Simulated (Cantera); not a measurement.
What does this Cantera script print?

```python
import numpy as np
import cantera as ct

gas = ct.Solution("gri30.yaml")
gas.TPX = 1450, 36000, {'CH4': 1, 'C2H6': 0.039, 'O2': 3.75, 'N2': 14.1, 'H2O': 1.6}
reactor = ct.IdealGasReactor(gas, energy="on", clone=False)
net = ct.ReactorNet([reactor])
net.rtol, net.atol = 1e-08, 1e-16
show = ['CH4', 'C2H6', 'O2', 'H2O', 'NO2', 'CO2', 'H']
times = np.geomspace(1e-06, 1, 16)

steps = ct.SolutionArray(gas, extra=["t"])
rows = []
print(f"{'t/s':>10s}{'T/K':>9s}{'P/Pa':>11s}" + "".join(f"{s:>11s}" for s in show))
for t in times:
    while net.time < t:
        t_next = net.step()
        steps.append(gas.state, t=t_next)
    rows.append([np.interp(t, steps.t, y) for y in (steps.T, steps.P, *steps(*show).X.T)])
    print(f"{t:10.3e}{rows[-1][0]:9.1f}{rows[-1][1]:11.4g}" + "".join(f"{x:11.3e}" for x in rows[-1][2:]))
rate = np.gradient(steps.T, steps.t)
print("integrator steps:", len(steps.t))
if steps.T.max() > steps.T[0] + 200:
    print(f"time of steepest temperature rise: {steps.t[rate.argmax()]:.4e} s")
gas.TPX = 1450, 36000, {'CH4': 1, 'C2H6': 0.039, 'O2': 3.75, 'N2': 14.1, 'H2O': 1.6}
gas.equilibrate("UV")
print(f"equilibrium (UV): T = {gas.T:.1f} K  " + "  ".join(f"{s} {gas[s].X[0]:.3e}" for s in show))
```

It prints:

```
       t/s      T/K       P/Pa        CH4       C2H6         O2        H2O        NO2        CO2          H
 1.000e-06   1450.0    3.6e+04  4.881e-02  1.903e-03  1.830e-01  7.809e-02  5.638e-27  4.888e-15  2.631e-09
 2.512e-06   1450.0    3.6e+04  4.881e-02  1.903e-03  1.830e-01  7.809e-02  3.331e-25  1.431e-13  5.066e-09
 6.310e-06   1450.0    3.6e+04  4.881e-02  1.901e-03  1.830e-01  7.809e-02  2.015e-23  3.463e-12  9.297e-09
 1.585e-05   1449.9    3.6e+04  4.881e-02  1.898e-03  1.830e-01  7.809e-02  1.134e-21  6.866e-11  2.039e-08
 3.981e-05   1449.8    3.6e+04  4.880e-02  1.888e-03  1.830e-01  7.809e-02  6.642e-20  1.237e-09  5.332e-08
 1.000e-04   1449.6  3.599e+04  4.879e-02  1.864e-03  1.830e-01  7.810e-02  4.438e-18  2.251e-08  1.712e-07
 2.512e-04   1449.4  3.599e+04  4.868e-02  1.803e-03  1.829e-01  7.817e-02  3.008e-16  4.588e-07  7.190e-07
 6.310e-04   1453.0  3.609e+04  4.771e-02  1.705e-03  1.822e-01  7.892e-02  2.057e-14  8.832e-06  3.213e-06
 1.585e-03   2339.3  5.969e+04  5.681e-18  1.070e-33  7.863e-02  1.543e-01  1.599e-08  3.842e-02  6.710e-03
 3.981e-03   2512.0  6.337e+04  4.899e-18  1.910e-34  7.661e-02  1.642e-01  7.315e-07  4.390e-02  2.311e-03
 1.000e-02   2506.9  6.322e+04  4.756e-18  1.811e-34  7.495e-02  1.645e-01  2.207e-06  4.401e-02  2.250e-03
 2.512e-02   2500.1  6.303e+04  4.565e-18  1.682e-34  7.272e-02  1.649e-01  4.156e-06  4.416e-02  2.169e-03
 6.310e-02   2496.8  6.293e+04  4.476e-18  1.623e-34  7.168e-02  1.651e-01  5.050e-06  4.423e-02  2.132e-03
 1.585e-01   2496.7  6.293e+04  4.471e-18  1.620e-34  7.162e-02  1.651e-01  5.102e-06  4.424e-02  2.130e-03
 3.981e-01   2496.7  6.293e+04  4.471e-18  1.620e-34  7.162e-02  1.651e-01  5.102e-06  4.424e-02  2.130e-03
 1.000e+00   2496.7  6.293e+04  4.471e-18  1.620e-34  7.162e-02  1.651e-01  5.102e-06  4.424e-02  2.130e-03
integrator steps: 1678
time of steepest temperature rise: 1.3864e-03 s
equilibrium (UV): T = 2496.7 K  CH4 6.371e-18  C2H6 2.935e-34  O2 7.162e-02  H2O 1.651e-01  NO2 5.102e-06  CO2 4.424e-02  H 2.130e-03
```

Cantera simulation using GRI-Mech 3.0 (53 species, 325 reactions); the numbers are that mechanism's predictions, not measurements.
